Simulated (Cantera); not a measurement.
Transport properties of process gases

Gas mixture: 100 % O2, at 0.00237 atm, frozen composition.

Cantera's kinetic-theory transport with the Lennard-Jones parameters of GRI-Mech 3.0, ideal gas; thermal conductivity in the multicomponent form.

```tsv
T (K)	ρ (kg/m³)	cp (J/kg/K)	μ (µPa s)	λ (mW/m/K)	Pr	D (cm²/s) OH	D (cm²/s) CH3	D (cm²/s) H2O
400	0.00231	941.4	25.6	33.9	0.712	225	160	169
500	0.00185	971.4	30.0	41.1	0.711	329	236	257
600	0.00154	1003	34.1	48.1	0.710	448	322	360
700	0.00132	1031	37.8	54.9	0.710	581	419	476
800	0.00115	1055	41.4	61.5	0.710	727	526	604
900	0.00103	1074	44.7	67.7	0.709	885	641	744
1000	0.000924	1090	47.9	73.7	0.709	1050	765	894
```
D: mixture-averaged diffusion coefficient of that species in the mixture.
